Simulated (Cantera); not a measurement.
Cantera run:

```python
import numpy as np
import cantera as ct

gas_names = """
    H HO2 H2 H2O H2O2 O OH O2 O3 P PH PH3 PO PO2 P2 P4 P4O10
""".split()
cond_names = """
    H2O(s) H2O(L) P(cr) P(L) P4O10(s)
""".split()


# ... load() reads the species with a 1 bar reference pressure and builds the phases ...
atoms = {
    'PH3': {'P': 1, 'H': 3},
    'H2O': {'H': 2, 'O': 1},
    'O2': {'O': 2},
}
top_T = {'P4O10(s)': 690}  # K; cautious upper limits of use, not melting points


# ... equilibrate(T, P, feed) seeds the gas with the atoms and calls Mixture.equilibrate('TP', solver="vcs", rtol=1e-11, max_steps=5000) ...
results = []
feed = {'PH3': 1, 'H2O': 0.18, 'O2': 4.8}  # mol
P = 540000  # Pa
for T in [2648, 2698, 2748, 2798, 2848, 2898, 2948, 2998, 3048, 3098, 3148, 3198, 3248, 3298]:
    mix = equilibrate(T, P, feed)
    results.append((T, P, feed, dict(zip(mix.species_names, mix.species_moles))))

top = {s: max(r[3][s] / sum(r[3][g] for g in gas_names) for r in results) for s in gas_names}
cols = sorted((s for s in top if top[s] > 0.001), key=lambda s: -top[s])[:9]
seen = [c for c in cond_names if any(r[3].get(c, 0) > 1e-12 for r in results)]
print("log10 of partial pressures in bar; condensed amounts in mol")
print(f"{'T/K':>10s}" + "".join(f"{s[:9]:>10s}" for s in cols + seen))
for T, P, feed, n in results:
    ng = sum(n[g] for g in gas_names)
    print(f"{T:10.4g}" + "".join(f"{np.log10(max(n[s] / ng * P / 1e5, 1e-99)):10.3f}" for s in cols)
          + "".join(f"{n.get(c, 0):10.4g}" for c in seen))
```

It prints:

```
log10 of partial pressures in bar; condensed amounts in mol
       T/K        O2       H2O       PO2        OH         O         H        PO        H2
      2648     0.444     0.166    -0.035    -0.787    -1.318    -2.326    -2.143    -1.987
      2698     0.441     0.161    -0.037    -0.731    -1.225    -2.199    -2.040    -1.900
      2748     0.438     0.154    -0.040    -0.678    -1.137    -2.076    -1.942    -1.816
      2798     0.435     0.147    -0.043    -0.627    -1.051    -1.958    -1.847    -1.735
      2848     0.431     0.139    -0.046    -0.579    -0.969    -1.844    -1.756    -1.659
      2898     0.427     0.130    -0.050    -0.533    -0.890    -1.735    -1.669    -1.586
      2948     0.422     0.120    -0.055    -0.490    -0.814    -1.630    -1.584    -1.517
      2998     0.417     0.109    -0.060    -0.449    -0.741    -1.530    -1.504    -1.451
      3048     0.411     0.097    -0.067    -0.411    -0.670    -1.433    -1.426    -1.388
      3098     0.404     0.083    -0.074    -0.374    -0.603    -1.339    -1.352    -1.329
      3148     0.397     0.068    -0.082    -0.341    -0.538    -1.250    -1.281    -1.273
      3198     0.389     0.051    -0.091    -0.309    -0.475    -1.164    -1.212    -1.220
      3248     0.380     0.033    -0.101    -0.280    -0.415    -1.081    -1.147    -1.171
      3298     0.370     0.012    -0.113    -0.253    -0.357    -1.002    -1.085    -1.125
```

Equilibrium computed with Cantera from the NASA thermochemical tables; the gas is ideal and each condensed phase is pure. Gases not in the tables: HPO2, HPO3 and P4O6.
